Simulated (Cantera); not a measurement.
**Premixed flame**

A freely propagating, adiabatic, planar premixed flame of 34.0 % CO, 3.03 % H₂, 13.2 % O₂, 49.7 % N₂, equivalence ratio 1.4, unburnt at 675 K and 5.00 bar; multicomponent+Soret transport, grid criteria slope 0.08 and curve 0.16, no radiation.

Detailed kinetics in Cantera: GRI-Mech 3.0 (53 species, 325 reactions). The hydrogen kinetics of GRI-Mech 3.0 are dated; newer H2 mechanisms differ, most at raised pressure. Burning velocities carry a grid error of a few per cent, more on coarse grids.

```
z (mm)   T (K)  u (m/s)   x CO     x H₂     x O₂      x OH       x H     x H₂O
-------  -----  -------  -----  -------  -------  --------  --------  --------
-0.350     675     1.93  0.340   0.0303    0.132     <1e-8     <1e-8   2.00e-8
-0.233     675     1.93  0.340   0.0301    0.132     <1e-8     <1e-8   5.17e-7
-0.175     675     1.93  0.341   0.0296    0.132     <1e-8     <1e-8   3.94e-6
-0.117     676     1.93  0.341   0.0282    0.133     <1e-8     <1e-8   3.62e-5
-0.0583    705     2.00  0.342   0.0222    0.133   9.52e-7   1.58e-6  0.000980
-0.0292    938     2.64  0.330   0.0156    0.124  0.000262  0.000414   0.00712
0         1404     3.86  0.285  0.00712   0.0908   0.00169   0.00426    0.0192
0.0292    1740     4.67  0.231  0.00320   0.0561   0.00370   0.00829    0.0221
0.0583    1933     5.09  0.199  0.00303   0.0390   0.00499   0.00935    0.0203
0.117     2128     5.52  0.176  0.00325   0.0279   0.00592   0.00766    0.0206
0.233     2300     5.89  0.162  0.00304   0.0210   0.00589   0.00475    0.0236
0.466     2440     6.19  0.150  0.00271   0.0147   0.00519   0.00281    0.0260
0.933     2543     6.40  0.139  0.00244  0.00942   0.00424   0.00172    0.0277
```
x: mole fraction of selected species; z is measured from the peak of heat release.

The laminar burning velocity is 193 cm/s. The thermal thickness is 0.117 mm and the peak x(OH) is 0.00602. The peak x(H) comes out as 0.00937. The grid points is 116.
